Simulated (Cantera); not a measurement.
An isothermal, constant-pressure homogeneous reactor starts with C3H8 : H2 = 1 : 35 (molar parts), at 1825 K and 0.350 bar.

Computed with Cantera and GRI-Mech 3.0 (53 species, 325 reactions). GRI-Mech 3.0 was tuned for natural gas; its chemistry of propane as a main component is partial and can be far from experiment. GRI-Mech 3.0 stops at C3 and has no aromatics, soot or wall deposition, so with more carbon than oxygen in the feed, carbon stays in small species such as C2H2 where larger ones or solid carbon would form.

One state of this run: x C3H8 = 7.37e-12; x H2 = 0.959; x CH4 = 0.00324; x CH2 = 4.37e-8; x C2H2 = 0.0367; x C2H4 = 0.000241. x: mole fraction; the columns are a selection and need not sum to one.

**Question.** Which value of t (s) does it belong to?
(A) 0.000427
(B) 0.603
(C) 0.0331
(D) 0.00182

**Answer.** B, 0.603
